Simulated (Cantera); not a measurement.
Cantera with NASA thermochemical tables; ideal gases at 1 bar, condensed phases pure. Values are per mole of reaction as written; species without (g) are pure solids or liquids, kept so even where they would boil at 1 bar.

### Question
Between 300 and 2023 K, where is each reaction favourable under standard conditions?
- BCl₃(g) → B + 3 Cl(g)
- 6 HCl(g) + 2 B → 2 BCl₃(g) + 3 H₂(g)

### Answer
- BCl₃(g) → B + 3 Cl(g): ΔG° is 703 kJ at 300 K and 311 kJ at 2023 K; it stays positive (K < 1). ΔH° is 788 kJ and ΔS° 236 J/K at 2023 K.
- 6 HCl(g) + 2 B → 2 BCl₃(g) + 3 H₂(g): ΔG° is -204 kJ at 300 K and 41 kJ at 2023 K; it changes sign between 1723 and 1823 K. ΔH° is -239 kJ and ΔS° -139 J/K at 2023 K.
